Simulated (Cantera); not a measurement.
Input (Python, Cantera) and output of one run.

```python
import numpy as np
import cantera as ct

gas_names = """
    H H2 N NH NH2 NH3 N2 N2H2 N2H4 Pb Pb2
""".split()
cond_names = """
    Pb(cr) Pb(L)
""".split()


# ... load() reads the species with a 1 bar reference pressure and builds the phases ...
atoms = {
    'Pb': {'Pb': 1},
    'H2': {'H': 2},
    'N2': {'N': 2},
}
top_T = {}  # K; cautious upper limits of use, not melting points


# ... equilibrate(T, P, feed) seeds the gas with the atoms and calls Mixture.equilibrate('TP', solver="vcs", rtol=1e-11, max_steps=5000) ...
results = []
feed = {'Pb': 1, 'H2': 7.8, 'N2': 8.9}  # mol
P = 36  # Pa
for T in [450, 600, 750, 900, 1050, 1200, 1350, 1500]:
    mix = equilibrate(T, P, feed)
    results.append((T, P, feed, dict(zip(mix.species_names, mix.species_moles))))

top = {s: max(r[3][s] / sum(r[3][g] for g in gas_names) for r in results) for s in gas_names}
cols = sorted((s for s in top if top[s] > 0.0001), key=lambda s: -top[s])[:5]
seen = [c for c in cond_names if any(r[3].get(c, 0) > 1e-12 for r in results)]
print("log10 of partial pressures in bar; condensed amounts in mol")
print(f"{'T/K':>10s}" + "".join(f"{s[:9]:>10s}" for s in cols + seen))
for T, P, feed, n in results:
    ng = sum(n[g] for g in gas_names)
    print(f"{T:10.4g}" + "".join(f"{np.log10(max(n[s] / ng * P / 1e5, 1e-99)):10.3f}" for s in cols)
          + "".join(f"{n.get(c, 0):10.4g}" for c in seen))
```

Output:

```
log10 of partial pressures in bar; condensed amounts in mol
       T/K        N2        H2        Pb         H    Pb(cr)     Pb(L)
       450    -3.717    -3.774   -16.907   -24.588         1         0
       600    -3.717    -3.774   -11.287   -18.222         1         0
       750    -3.717    -3.774    -8.023   -14.387         0    0.9996
       900    -3.719    -3.776    -5.864   -11.820         0    0.9363
      1050    -3.742    -3.800    -4.692    -9.991         0         0
      1200    -3.742    -3.800    -4.692    -8.605         0         0
      1350    -3.742    -3.800    -4.692    -7.523         0         0
      1500    -3.742    -3.800    -4.692    -6.654         0         0
```

Method: chemical equilibrium by Gibbs-energy minimisation in Cantera with the NASA 1993 tables (ideal gas, pure condensed phases).
